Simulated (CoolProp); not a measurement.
Aqueous potassium carbonate as a coolant, at 18 °C, 1 atm.

Values from CoolProp's Melinder's fits for secondary coolants.

```tsv
mass %	freezing point (°C)	conductivity (W/(m K))	Prandtl number	viscosity (mPa s)	cp (kJ/(kg K))
1.2	-0.4	0.594	7.45	1.08	4.106
5.3	-1.8	0.590	7.77	1.18	3.889
9.4	-3.4	0.586	8.28	1.31	3.715
13.4	-5.1	0.582	8.92	1.46	3.559
17.5	-7.2	0.578	9.71	1.65	3.402
21.5	-9.9	0.574	10.7	1.88	3.249
25.6	-13.4	0.570	12.0	2.20	3.099
29.6	-18.1	0.566	13.7	2.62	2.968
33.7	-24.3	0.561	16.3	3.20	2.853
```
